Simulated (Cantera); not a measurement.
A Cantera script and its output.

```python
import numpy as np
import cantera as ct

gas = ct.Solution("gri30.yaml")


def delay(T, t_max=10):
    gas.TPX = T, 100000, {'CH4': 1, 'O2': 1.82, 'N2': 6.84, 'H2O': 0.29}
    reactor = ct.IdealGasConstPressureReactor(gas, clone=False)
    net = ct.ReactorNet([reactor])
    net.rtol, net.atol = 1e-8, 1e-16
    while net.time < t_max:
        t_old, T_old = net.time, reactor.T
        net.step()
        if reactor.T > T + 400:  # ignition: a rise of 400 K
            return t_old + (T + 400 - T_old) / (reactor.T - T_old) * (net.time - t_old)
    return np.nan


taus = []
for T in [1200, 1300, 1400, 1500, 1600, 1700]:
    taus.append(delay(T))
    print(f"T0 = {T:6g} K   tau = {taus[-1]:.4e} s")
```

It prints:

```
T0 =   1200 K   tau = 5.2009e-02 s
T0 =   1300 K   tau = 1.3466e-02 s
T0 =   1400 K   tau = 3.9382e-03 s
T0 =   1500 K   tau = 1.3077e-03 s
T0 =   1600 K   tau = 5.0214e-04 s
T0 =   1700 K   tau = 2.2307e-04 s
```

Cantera simulation using GRI-Mech 3.0 (53 species, 325 reactions); the numbers are that mechanism's predictions, not measurements.
